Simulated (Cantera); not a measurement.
Cantera run, input and output.

```python
import numpy as np
import cantera as ct

gas = ct.Solution("h2o2.yaml")
gas.TPX = 1348, 3700, {'H2': 0.05, 'O2': 1}
reactor = ct.IdealGasConstPressureReactor(gas, energy="off", clone=False)
net = ct.ReactorNet([reactor])
net.rtol, net.atol = 1e-08, 1e-18
show = ['H2', 'O2', 'H2O', 'H', 'OH', 'HO2', 'O']
times = np.geomspace(0.0004, 1, 12)

steps = ct.SolutionArray(gas, extra=["t"])
rows = []
print(f"{'t/s':>10s}{'T/K':>9s}{'P/Pa':>11s}" + "".join(f"{s:>11s}" for s in show))
for t in times:
    while net.time < t:
        t_next = net.step()
        steps.append(gas.state, t=t_next)
    rows.append([np.interp(t, steps.t, y) for y in (steps.T, steps.P, *steps(*show).X.T)])
    print(f"{t:10.3e}{rows[-1][0]:9.1f}{rows[-1][1]:11.4g}" + "".join(f"{x:11.3e}" for x in rows[-1][2:]))
rate = np.gradient(steps.T, steps.t)
print("integrator steps:", len(steps.t))
if steps.T.max() > steps.T[0] + 200:
    print(f"time of steepest temperature rise: {steps.t[rate.argmax()]:.4e} s")
gas.TPX = 1348, 3700, {'H2': 0.05, 'O2': 1}
gas.equilibrate("TP")
print(f"equilibrium (TP): T = {gas.T:.1f} K  " + "  ".join(f"{s} {gas[s].X[0]:.3e}" for s in show))
```

Result:

```
       t/s      T/K       P/Pa         H2         O2        H2O          H         OH        HO2          O
 4.000e-04   1348.0       3700  4.315e-02  9.488e-01  3.178e-03  8.920e-04  1.694e-03  4.257e-06  2.270e-03
 8.146e-04   1348.0       3700  1.053e-03  9.138e-01  4.094e-02  5.911e-03  5.437e-03  6.097e-06  3.284e-02
 1.659e-03   1348.0       3700  7.140e-04  9.165e-01  4.226e-02  4.822e-03  4.766e-03  5.703e-06  3.096e-02
 3.379e-03   1348.0       3700  6.073e-04  9.221e-01  4.328e-02  3.708e-03  4.407e-03  5.422e-06  2.591e-02
 6.881e-03   1348.0       3700  4.452e-04  9.302e-01  4.472e-02  2.263e-03  3.786e-03  4.859e-06  1.857e-02
 1.401e-02   1348.0       3700  2.571e-04  9.391e-01  4.626e-02  9.657e-04  2.888e-03  3.867e-06  1.049e-02
 2.854e-02   1348.0       3700  1.108e-04  9.458e-01  4.744e-02  2.682e-04  1.903e-03  2.532e-06  4.450e-03
 5.813e-02   1348.0       3700  3.745e-05  9.492e-01  4.811e-02  5.227e-05  1.110e-03  1.306e-06  1.493e-03
 1.184e-01   1348.0       3700  1.124e-05  9.505e-01  4.844e-02  8.592e-06  6.100e-04  5.515e-07  4.471e-04
 2.411e-01   1348.0       3700  3.372e-06  9.509e-01  4.860e-02  1.417e-06  3.351e-04  2.131e-07  1.343e-04
 4.910e-01   1348.0       3700  1.086e-06  9.511e-01  4.868e-02  2.602e-07  1.907e-04  8.843e-08  4.334e-05
 1.000e+00   1348.0       3700  3.861e-07  9.511e-01  4.872e-02  5.545e-08  1.139e-04  4.927e-08  1.546e-05
integrator steps: 1592
equilibrium (TP): T = 1348.0 K  H2 5.167e-08  O2 9.512e-01  H2O 4.876e-02  H 2.752e-09  OH 4.182e-05  HO2 5.524e-08  O 2.082e-06
```

Detailed kinetics in Cantera: the H2/O2 subset of GRI-Mech 3.0, which has no nitrogen chemistry. Radical loss at walls, strong at low pressure, is not modelled. The temperature is held fixed by assumption; the heat of reaction is taken as removed at once.
